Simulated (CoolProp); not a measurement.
Vapour pressure (MPa) of octamethyltrisiloxane (MDM): the reference equation beside estimates from Tc = 292.2 °C, pc = 1.438 MPa, ω = 0.528. Clausius-Clapeyron is anchored at 25.65 °C with a constant enthalpy of vaporisation of 48.27 kJ/mol.

Values from CoolProp's reference Helmholtz-energy equation of state, Thol 2017.

| T (°C) | reference | Clausius-Clapeyron | Peng-Robinson |
|---|---|---|---|
| 25.65 | 0.0005210 | 0.0005210 | 0.0006261 |
| 29.75 | 0.0006772 | 0.0006777 | 0.0008015 |
| 33.85 | 0.0008726 | 0.0008753 | 0.001018 |
| 37.95 | 0.001115 | 0.001123 | 0.001283 |
| 42.05 | 0.001412 | 0.001432 | 0.001605 |
| 46.05 | 0.001766 | 0.001803 | 0.001984 |
| 50.15 | 0.002204 | 0.002271 | 0.002449 |
| 54.25 | 0.002731 | 0.002844 | 0.003004 |
| 58.35 | 0.003361 | 0.003541 | 0.003662 |

Absolute difference from the reference over all 9 rows, mean and median: Clausius-Clapeyron 1.9 and 1.4 %, Peng-Robinson 14.0 and 13.7 %.
